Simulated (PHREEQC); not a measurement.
0.024 g of hydrous ferric oxide (600 m²/g; 0.2 weak and 0.005 strong sites per Fe, Dzombak-Morel constants, diffuse double layer) in 1 kg of water with 0.05 mol/kgw of an inert sodium salt and 0.0026 mmol/kgw Na2SO4, 0.029 mmol/kgw CuSO4 and 0.1 mmol/kgw CaCl2, at 25 °C; the pH is set by adding NaOH or the inert anion's acid. Oxygen alone is held at its pressure in air (log pO2 = -0.68). CO2 from the air is kept out. Nothing may precipitate in this run.

The series has 13 steps of pH, from 3 to 9.

Equilibrium calculation in PHREEQC: ion-association model, wateq4f.dat.

**Question.** Near which pH is half of the Cu sorbed, and on which side is more sorbed?

**Answer.** Near pH 6.0, with more sorbed at higher pH.

The database's constant for dissolved Cu(OH)2 is higher than later reviews accept. The oxide is taken as insoluble; below pH 4 it would dissolve.
